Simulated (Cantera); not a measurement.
Hydrocarbon pyrolysis for carbon deposition

A perfectly stirred reactor is fed with CH₄ : H₂ = 1 : 1.1 (molar parts), at 270 Pa; it is held at 1525 K, and followed from long to short residence time.

Detailed kinetics in Cantera: GRI-Mech 3.0 (53 species, 325 reactions). GRI-Mech 3.0 stops at C3 and has no aromatics, soot or wall deposition, so with more carbon than oxygen in the feed, carbon stays in small species such as C2H2 where larger ones or solid carbon would form. Radical loss at walls, strong at low pressure, is not modelled.

```json
[
 {"τ (s)": "27", "x CH₄": "0.141", "x H₂": "0.745", "x C₂H₄": "0.000909", "x CH₂": "1.20e-7", "x C₂H": "6.21e-8", "x CH₃": "0.000713"},
 {"τ (s)": "4.6", "x CH₄": "0.294", "x H₂": "0.643", "x C₂H₄": "0.00310", "x CH₂": "1.71e-7", "x C₂H": "2.75e-8", "x CH₃": "0.00126"},
 {"τ (s)": "0.80", "x CH₄": "0.433", "x H₂": "0.550", "x C₂H₄": "0.00397", "x CH₂": "1.58e-7", "x C₂H": "3.85e-9", "x CH₃": "0.00145"},
 {"τ (s)": "0.14", "x CH₄": "0.475", "x H₂": "0.524", "x C₂H₄": "0.000200", "x CH₂": "1.66e-8", "x C₂H": "3.95e-12", "x CH₃": "0.000451"},
 {"τ (s)": "0.024", "x CH₄": "0.476", "x H₂": "0.524", "x C₂H₄": "1.10e-6", "x CH₂": "4.98e-10", "x C₂H": "<1e-12", "x CH₃": "7.57e-5"},
 {"τ (s)": "0.0042", "x CH₄": "0.476", "x H₂": "0.524", "x C₂H₄": "5.80e-9", "x CH₂": "1.51e-11", "x C₂H": "<1e-12", "x CH₃": "1.32e-5"},
 {"τ (s)": "0.00072", "x CH₄": "0.476", "x H₂": "0.524", "x C₂H₄": "2.38e-11", "x CH₂": "<1e-12", "x C₂H": "<1e-12", "x CH₃": "2.23e-6"},
 {"τ (s)": "0.00012", "x CH₄": "0.476", "x H₂": "0.524", "x C₂H₄": "<1e-12", "x CH₂": "<1e-12", "x C₂H": "<1e-12", "x CH₃": "3.39e-7"}
]
```
x: mole fraction; the columns are a selection and need not sum to one.
